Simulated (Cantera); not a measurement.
Charge: 1 mol CH₃OH, 2.1 mol H₂O, 1.8 mol N₂, at 2425 K and 64.0 Pa.

These are equilibrium values from Cantera (NASA tables, ideal gas, pure condensed phases), not measurements of a reactor. Candidate condensed phases: C, C₆H₆, C₇H₈, C₈H₁₈, H₂O; 136 gas species. Kinetics and transport are ignored.

Base state: H 0.297, N₂ 0.201, H₂ 0.176, H₂O 0.118, CO 0.101, O 0.0426, OH 0.0379, O₂ 0.0119 (mole fractions); condensed: gas only.

Q: What changes in the equilibrium state with this change: CH₃OH replaced by C₆H₆?

A: 
```
species            before     after
----------------  -------  --------
H                   0.297     0.367
H₂                  0.176     0.270
CO                  0.101     0.190
H₂O                 0.118     <1e-9
O                  0.0426     <1e-9
OH                 0.0379     <1e-9
HCN                 <1e-9    0.0120
O₂                 0.0119     <1e-9
CO₂                0.0114     <1e-9
N₂                  0.201     0.156
NO                0.00241     <1e-9
C₂H₂ (acetylene)    <1e-9   0.00211
HNC                 <1e-9   0.00128
CN                  <1e-9  0.000846
C₃                  <1e-9  0.000233
C(graphite), mol        0      3.68
```
